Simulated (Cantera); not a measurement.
A closed system holds: 1 mol CH₃F, at 12000 Pa.

Method: chemical equilibrium by Gibbs-energy minimisation in Cantera with the NASA 1993 tables (ideal gas, pure condensed phases). Candidate condensed phases: C, C₆H₆, C₇H₈, C₈H₁₈; 95 gas species. Equilibrium is a limit: real reactors are often held back by kinetics, nucleation or transport.

log p: log10 of the partial pressure in bar; n: condensed amount in mol.

| T (°C) | log p HF | log p H | log p H₂ | log p C₃ | log p F | log p C₂H₂ (acetylene) | log p C | log p C₂H | log p C₂ | n C(graphite) |
|---|---|---|---|---|---|---|---|---|---|---|
| 2200 | -1.23 | -2.28 | -1.26 | -6.49 | -4.97 | -3.27 | -6.94 | -5.46 | -7.53 | 0.981 |
| 2350 | -1.24 | ___ | -1.29 | ___ | ___ | ___ | ___ | ___ | ___ | 0.967 |
| 2500 | -1.25 | -1.80 | -1.33 | -4.65 | -4.12 | -2.85 | -5.31 | -4.23 | -5.66 | 0.944 |
| 2650 | -1.27 | ___ | ___ | ___ | ___ | ___ | ___ | ___ | ___ | 0.908 |
| 2800 | -1.30 | -1.46 | -1.51 | -3.18 | -3.40 | -2.63 | -4.00 | -3.30 | -4.16 | 0.833 |
| 2950 | -1.34 | -1.36 | -1.66 | -2.55 | -3.08 | -2.61 | -3.44 | -2.94 | -3.52 | 0.614 |
| 3100 | -1.41 | -1.30 | -1.88 | -2.05 | -2.78 | -2.72 | -2.95 | -2.70 | -2.99 | 0 |
| 3250 | -1.47 | -1.23 | -2.06 | -2.07 | -2.50 | -3.11 | -2.66 | -2.78 | -2.81 | 0 |

Q: Complete the blanks.

A: 
- 2650, log p H: -1.61
- 2650, log p H₂: -1.40
- 2650, log p C₃: -3.87
- 2650, log p F: -3.75
- 2650, log p C₂H₂ (acetylene): -2.71
- 2650, log p C: -4.62
- 2650, log p C₂H: -3.73
- 2650, log p C₂: -4.87
- 2350, log p H: -2.02
- 2350, log p C₃: -5.51
- 2350, log p F: -4.52
- 2350, log p C₂H₂ (acetylene): -3.04
- 2350, log p C: -6.08
- 2350, log p C₂H: -4.81
- 2350, log p C₂: -6.54
